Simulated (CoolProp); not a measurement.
Water along the isotherm 602.4 K: Z from the reference equation and from simpler models built on Tc = 647.1 K, pc = 22.06 MPa, ω = 0.344; each cubic takes its own stable root.

Model: reference Helmholtz-energy equation of state, Wagner 2002, in CoolProp.

```json
[
 {"p (MPa)": "3.31", "phase": "gas", "reference": "0.9289"},
 {"p (MPa)": "6.62", "phase": "gas", "reference": "0.8436"},
 {"p (MPa)": "9.93", "phase": "gas", "reference": "0.7351"},
 {"p (MPa)": "13.2", "phase": "liquid", "reference": "0.07363"},
 {"p (MPa)": "16.5", "phase": "liquid", "reference": "0.09027"},
 {"p (MPa)": "19.9", "phase": "liquid", "reference": "0.1071"},
 {"p (MPa)": "23.2", "phase": "liquid", "reference": "0.1231"},
 {"p (MPa)": "26.5", "phase": "liquid", "reference": "0.1389"},
 {"p (MPa)": "29.8", "phase": "liquid", "reference": "0.1545"},
 {"p (MPa)": "33.1", "phase": "liquid", "reference": "0.1699"}
]
```

### Question
How far does each simpler model (van der Waals, Redlich-Kwong, Peng-Robinson) lie from the reference over these 10 states: mean and median of the absolute difference, and the worst?

### Answer
- van der Waals: mean 151.8 %, median 99.2 %, worst +880.2 % at 602.4 K and 13.2 MPa
- Redlich-Kwong: mean 114.5 %, median 52.8 %, worst +807.9 % at 602.4 K and 13.2 MPa
- Peng-Robinson: mean 21.9 %, median 30.0 %, worst +33.0 % at 602.4 K and 13.2 MPa

At some of these states van der Waals, Redlich-Kwong gives the other phase, because its saturation line lies elsewhere.
